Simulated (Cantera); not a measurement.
Input: 1 mol Si3N4, 0.087 mol H2O, 3 mol N2, held at 0.160 Pa.

Equilibrium computed with Cantera from the NASA thermochemical tables; the gas is ideal and each condensed phase is pure. Candidate condensed phases: H2O, Si, SiO2, Si2N2O, Si3N4; 35 gas species. Mutual solubility and eutectic melting of coexisting phases are not modelled. The tables' values for SiN are old estimates; treat these amounts as uncertain. Rates play no part.

log p: log10 of the partial pressure in bar; n: condensed amount in mol.

```tsv
T (°C)	log p N2	log p Si	log p H2	log p H	log p SiO	n Si2N2O(s)	n Si3N4(s)	n Si(s)
650	-5.81	<-17	-7.35	-13.29	<-17	0.0870	0.942	0
750	-5.81	<-17	-7.35	-12.06	-15.03	0.0870	0.942	0
850	-5.81	-15.09	-7.35	-11.05	-12.36	0.0870	0.942	0
950	-5.81	-12.45	-7.35	-10.20	-10.14	0.0869	0.942	0
1050	-5.81	-10.21	-7.35	-9.48	-8.27	0.0764	0.945	0
1150	-5.81	-8.82	-7.58	-8.97	-7.57	0	0	2.91
1250	-5.82	-7.74	-7.61	-8.44	-7.58	0	0	2.85
1350	-5.86	…	…	…	-7.62	0	0	…
1450	-6.01	-6.24	-8.06	-7.77	-7.77	0	0	0
1550	-6.01	-6.24	-8.42	-7.58	-7.77	0	0	0
1650	-6.01	-6.24	…	-7.50	-7.77	0	0	0
1750	-6.01	-6.24	-9.51	-7.48	-7.77	0	0	0
1850	-6.01	-6.24	-10.05	-7.47	-7.77	0	0	0
1950	-6.01	-6.24	-10.55	-7.47	-7.77	0	0	0
```

### Question
Fill in the missing entries.

### Answer

- 1650, log p H2: -8.94
- 1350, log p Si: -6.81
- 1350, log p H2: -7.71
- 1350, log p H: -8.02
- 1350, n Si(s): 2.34
